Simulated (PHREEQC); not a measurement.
0.59 g of hydrous ferric oxide (600 m²/g; 0.2 weak and 0.005 strong sites per Fe, Dzombak-Morel constants, diffuse double layer) in 1 kg of water with 0.005 mol/kgw of an inert sodium salt and 0.00026 mol SrCl2, at 25 °C; the pH is set by adding NaOH or the inert anion's acid. Oxygen alone is held at its pressure in air (log pO2 = -0.68). CO2 from the air is kept out. Nothing may precipitate in this run.

Equilibrium calculation in PHREEQC: ion-association model, wateq4f.dat.

| pH | Sr sorbed (%) | surface charge σ (C/m²) | surface potential ψ (mV) |
|---|---|---|---|
| 3 | 0.0 | 0.310 | 212 |
| 3.5 | 0.0 | 0.252 | 204 |
| 4 | 0.0 | 0.192 | 191 |
| 4.5 | 0.0 | 0.138 | 175 |
| 5 | 0.0 | 0.096 | 157 |
| 5.5 | 0.0 | 0.063 | 136 |
| 6 | 0.0 | 0.040 | 113 |
| 6.5 | 0.2 | 0.024 | 88 |
| 7 | 1.3 | 0.014 | 62 |
| 7.5 | 5.9 | 0.007 | 36 |
| 8 | 11.9 | 0.002 | 11 |
| 8.5 | 20.9 | -0.003 | -15 |
| 9 | 49.1 | -0.007 | -36 |

Complexes and solids missing from the database can't appear. The oxide is taken as insoluble; below pH 4 it would dissolve.
